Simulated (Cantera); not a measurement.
What does this Cantera script print?

```python
import numpy as np
import cantera as ct

gas_names = [...]  # 123 gases of nasa_gas.yaml made of C, H, O, Si
cond_names = """
    C(gr) C6H6(L) C7H8(L) C8H18(L),n-octa H2O(s) H2O(L) Si(cr) Si(L) SiC(b) SiO2(Lqz) SiO2(hqz) SiO2(L)
""".split()


# ... load() reads the species with a 1 bar reference pressure and builds the phases ...
atoms = {
    'HMDSO': {'Si': 2, 'C': 6, 'H': 18, 'O': 1},
    'O3': {'O': 3},
    'H2': {'H': 2},
}
top_T = {'C(gr)': 4500, 'SiC(b)': 3050}  # K; cautious upper limits of use, not melting points


# ... equilibrate(T, P, feed) seeds the gas with the atoms and calls Mixture.equilibrate('TP', solver="vcs", rtol=1e-11, max_steps=5000) ...
results = []
feed = {'HMDSO': 1, 'O3': 0.26, 'H2': 0.13}  # mol
T = 725  # K
P = 1100  # Pa
mix = equilibrate(T, P, feed)
results.append((T, P, feed, dict(zip(mix.species_names, mix.species_moles))))
print(gas.report(threshold=0.001))
for i in range(1, mix.n_phases):
    print(f"{mix.phase(i).name:16s} {mix.phase_moles(i):12.5e} mol")
```

Output:

```
       temperature   725 K
          pressure   1100 Pa
           density   0.00049805 kg/m^3
  mean mol. weight   2.7293 kg/kmol
   phase of matter   gas

                          1 kg             1 kmol
                     ---------------   ---------------
          enthalpy        3.3289e+06        9.0855e+06  J
   internal energy        1.1203e+06        3.0575e+06  J
           entropy             73056        1.9939e+05  J/K
    Gibbs function       -4.9636e+07       -1.3547e+08  J
 heat capacity c_p             11342             30955  J/K
 heat capacity c_v            8295.4             22641  J/K

                      mass frac. Y      mole frac. X     chem. pot. / RT
                     ---------------   ---------------   ---------------
               CH4           0.29891          0.050852           -43.792
                H2           0.70109           0.94915           -21.332
     [ +121 minor]        2.0832e-07        1.8981e-08

C(gr)             4.44819e+00 mol
Si(cr)            0.00000e+00 mol
SiC(b)            1.11000e+00 mol
SiO2(Lqz)         8.90000e-01 mol
```

Method: chemical equilibrium by Gibbs-energy minimisation in Cantera with the NASA 1993 tables (ideal gas, pure condensed phases). The feed counts by its element totals alone.
